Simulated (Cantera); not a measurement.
A closed system holds: 1 mol SiC, 0.1 mol N₂O, 81 mol H₂, 0.042 mol H₂O, at 39.8 Torr.

These are equilibrium values from Cantera (NASA tables, ideal gas, pure condensed phases), not measurements of a reactor. Candidate condensed phases: C, C₆H₆, C₇H₈, C₈H₁₈, H₂O, Si, SiC, SiO₂, Si₂N₂O, Si₃N₄; 151 gas species. Gases not in the tables: Si₂H₆ and higher silanes. Rates play no part. All values below are at 1923 K.

Base state: H₂ 0.993, H 0.00408, N₂ 0.00121, CO 0.000945, SiO 0.000798, Si 0.000136, HCN 3.56e-5, SiH₂ 2.85e-5 (mole fractions); condensed: SiC(s).

Question: What changes in the equilibrium state with this change: N₂O from 0.1 to 0.027 mol?

Answer: 
```json
[
 {"species": "H₂", "before": "0.993", "after": "0.995"},
 {"species": "H", "before": "0.00408", "after": "0.00408"},
 {"species": "CO", "before": "0.000945", "after": "0.000496"},
 {"species": "N₂", "before": "0.00121", "after": "0.000321"},
 {"species": "SiO", "before": "0.000798", "after": "0.000352"},
 {"species": "HCN", "before": "3.56e-5", "after": "2.01e-5"},
 {"species": "Si", "before": "0.000136", "after": "0.000125"},
 {"species": "SiC(s), mol", "before": "0.919", "after": "0.957"}
]
```
